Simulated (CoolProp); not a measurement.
Properties of R1234ze(Z) along the isotherm 440 K (Tc = 423.3 K, pc = 3531 kPa, ω = 0.327).

Model: reference Helmholtz-energy equation of state, Akasaka 2019, in CoolProp.

| p (kPa) | phase | density (kg/m³) | cp (kJ/(kg K)) | isothermal compressibility (1/MPa) |
|---|---|---|---|---|
| 1260 | gas | 44.90 | 1.165 | 0.9161 |
| 2520 | gas | 108.2 | … | 0.5793 |
| 3780 | supercritical | 224.8 | 2.122 | 0.6538 |
| 5040 | supercritical | 573.7 | 3.397 | 0.3396 |
| 6300 | supercritical | 700.6 | 2.167 | … |
| 7570 | supercritical | 757.2 | 1.899 | 0.04627 |
| 8830 | supercritical | 794.7 | 1.774 | 0.03217 |
| 10100 | supercritical | 823.6 | 1.699 | 0.02465 |
| 11300 | supercritical | 845.9 | 1.649 | … |
| 12600 | supercritical | 866.4 | 1.610 | … |
| 13900 | supercritical | 884.2 | … | 0.01455 |
| 15100 | supercritical | 898.9 | 1.557 | 0.01289 |
| 16400 | supercritical | 913.2 | 1.537 | 0.01148 |
| 17700 | supercritical | 926.2 | 1.520 | 0.01035 |

Problem. What belongs in the gaps?

Solution. 
- 2520, cp (kJ/(kg K)): 1.363
- 6300, isothermal compressibility (1/MPa): 0.08318
- 11300, isothermal compressibility (1/MPa): 0.02020
- 12600, isothermal compressibility (1/MPa): 0.01691
- 13900, cp (kJ/(kg K)): 1.579

The peak of cp marks the crossing from liquid-like to gas-like fluid above the critical point.
